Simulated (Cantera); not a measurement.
Silicon oxide and oxynitride deposition: SiH₂Cl₂ + NO + H₂

Charge: 1 mol SiH₂Cl₂, 29 mol NO, 28 mol H₂, at 0.490 bar.

Equilibrium computed with Cantera from the NASA thermochemical tables; the gas is ideal and each condensed phase is pure. Candidate condensed phases: H₂O, NH₄Cl, Si, SiO₂, Si₂N₂O, Si₃N₄; 47 gas species. The tables hold silica as quartz up to 1696 K and as liquid above; real silica turns to tridymite and cristobalite and melts near 1996 K. Gases not in the tables: Si(OH)₄. Equilibrium is a limit: real reactors are often held back by kinetics, nucleation or transport.

From 1277 °C to 1377 °C the condensed part is SiO₂(β-quartz). From 1427 °C to 1677 °C the condensed part is SiO₂(condensed). From 1727 °C to 1827 °C the condensed part is SiO₂(l).

| T (°C) | x H₂O | x N₂ | x HCl | x H₂ | x OH | x Cl | n SiO₂(β-quartz) | n SiO₂(condensed) | n SiO₂(l) |
|---|---|---|---|---|---|---|---|---|---|
| 1277 | 0.607 | 0.326 | 0.0449 | 0.0225 | 6.12e-6 | 1.08e-5 | 1.00 | 0 | 0 |
| 1327 | 0.607 | 0.326 | 0.0449 | 0.0225 | 1.23e-5 | 1.84e-5 | 1.00 | 0 | 0 |
| 1377 | 0.607 | 0.326 | 0.0449 | 0.0225 | 2.37e-5 | 3.05e-5 | 1.00 | 0 | 0 |
| 1427 | 0.607 | 0.326 | 0.0449 | 0.0225 | 4.40e-5 | 4.90e-5 | 0 | 1.000 | 0 |
| 1477 | 0.607 | 0.326 | 0.0449 | 0.0225 | 7.87e-5 | 7.66e-5 | 0 | 1.000 | 0 |
| 1527 | 0.606 | 0.326 | 0.0448 | 0.0226 | 0.000136 | 0.000117 | 0 | 1.000 | 0 |
| 1577 | 0.606 | 0.326 | 0.0448 | 0.0227 | 0.000229 | 0.000174 | 0 | 1.000 | 0 |
| 1627 | 0.606 | 0.326 | 0.0447 | 0.0228 | 0.000374 | 0.000253 | 0 | 1.000 | 0 |
| 1677 | 0.606 | 0.326 | 0.0446 | 0.0230 | 0.000594 | 0.000361 | 0 | 1.000 | 0 |
| 1727 | 0.605 | 0.325 | 0.0444 | 0.0233 | 0.000919 | 0.000503 | 0 | 0 | 1.000 |
| 1777 | 0.604 | 0.325 | 0.0442 | 0.0239 | 0.00138 | 0.000686 | 0 | 0 | 0.999 |
| 1827 | 0.602 | 0.325 | 0.0439 | 0.0247 | 0.00203 | 0.000915 | 0 | 0 | 0.999 |
x: gas mole fraction; n: condensed amount in mol.
